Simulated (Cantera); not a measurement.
What does this Cantera script print?

```python
import numpy as np
import cantera as ct

gas = ct.Solution("gri30.yaml")
gas.TPX = 1275, 13332, {'C2H4': 8.4, 'H2': 82}
reactor = ct.IdealGasConstPressureReactor(gas, energy="off", clone=False)
net = ct.ReactorNet([reactor])
net.rtol, net.atol = 1e-08, 1e-18
show = ['C2H4', 'H2', 'H', 'C2H6', 'CH2']
times = np.geomspace(7e-05, 300, 9)

steps = ct.SolutionArray(gas, extra=["t"])
rows = []
print(f"{'t/s':>10s}{'T/K':>9s}{'P/Pa':>11s}" + "".join(f"{s:>11s}" for s in show))
for t in times:
    while net.time < t:
        t_next = net.step()
        steps.append(gas.state, t=t_next)
    rows.append([np.interp(t, steps.t, y) for y in (steps.T, steps.P, *steps(*show).X.T)])
    print(f"{t:10.3e}{rows[-1][0]:9.1f}{rows[-1][1]:11.4g}" + "".join(f"{x:11.3e}" for x in rows[-1][2:]))
rate = np.gradient(steps.T, steps.t)
print("integrator steps:", len(steps.t))
if steps.T.max() > steps.T[0] + 200:
    print(f"time of steepest temperature rise: {steps.t[rate.argmax()]:.4e} s")
gas.TPX = 1275, 13332, {'C2H4': 8.4, 'H2': 82}
gas.equilibrate("TP")
print(f"equilibrium (TP): T = {gas.T:.1f} K  " + "  ".join(f"{s} {gas[s].X[0]:.3e}" for s in show))
```

Output:

```
       t/s      T/K       P/Pa       C2H4         H2          H       C2H6        CH2
 7.000e-05   1275.0  1.333e+04  9.292e-02  9.071e-01  3.037e-10  5.429e-11  1.880e-16
 4.722e-04   1275.0  1.333e+04  9.292e-02  9.071e-01  2.128e-09  1.761e-09  1.732e-15
 3.185e-03   1275.0  1.333e+04  9.290e-02  9.071e-01  1.484e-08  7.505e-08  1.251e-14
 2.148e-02   1275.0  1.333e+04  9.277e-02  9.071e-01  2.720e-07  5.846e-06  2.299e-13
 1.449e-01   1275.0  1.333e+04  7.493e-02  9.073e-01  1.422e-05  5.317e-04  1.930e-11
 9.775e-01   1275.0  1.333e+04  2.951e-02  9.053e-01  1.190e-05  2.051e-04  2.799e-11
 6.593e+00   1275.0  1.333e+04  2.236e-02  8.915e-01  8.390e-06  1.535e-04  3.870e-11
 4.448e+01   1275.0  1.333e+04  1.505e-02  8.608e-01  4.299e-06  1.017e-04  2.591e-11
 3.000e+02   1275.0  1.333e+04  7.311e-03  8.276e-01  2.187e-06  5.010e-05  1.182e-11
integrator steps: 1157
equilibrium (TP): T = 1275.0 K  C2H4 5.418e-03  H2 8.192e-01  H 1.839e-06  C2H6 3.859e-05  CH2 9.359e-12
```

Detailed kinetics in Cantera: GRI-Mech 3.0 (53 species, 325 reactions). GRI-Mech 3.0 was tuned for natural gas; its chemistry of ethylene as a main component is partial and can be far from experiment. GRI-Mech 3.0 stops at C3 and has no aromatics, soot or wall deposition, so with more carbon than oxygen in the feed, carbon stays in small species such as C2H2 where larger ones or solid carbon would form.
